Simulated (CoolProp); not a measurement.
Properties of R227EA along the isotherm 475 K (Tc = 374.9 K, pc = 2.925 MPa, ω = 0.358).

Computed with CoolProp (reference Helmholtz-energy equation of state, Lemmon 2016).

| p (MPa) | phase | density (kg/m³) | viscosity (µPa s) |
|---|---|---|---|
| 0.0925 | gas | 4.000 | 18.2 |
| 0.175 | gas | 7.599 | 18.2 |
| 0.332 | gas | 14.53 | 18.3 |
| 0.63 | gas | 27.99 | 18.4 |
| 1.19 | gas | 54.41 | ___ |
| 2.26 | gas | 109.5 | 19.4 |
| 4.29 | supercritical | 233.4 | ___ |
| 8.14 | supercritical | 517.0 | 33.2 |
| 15.4 | supercritical | ___ | 61.5 |
| 29.3 | supercritical | 1072 | 104 |

Q: What belongs in the gaps?

A: 
- 1.19, viscosity (µPa s): 18.7
- 4.29, viscosity (µPa s): 22.0
- 15.4, density (kg/m³): 846.4

Viscosity comes from a separate model (Huber 2003), an estimate that may be off by 10 % or more.
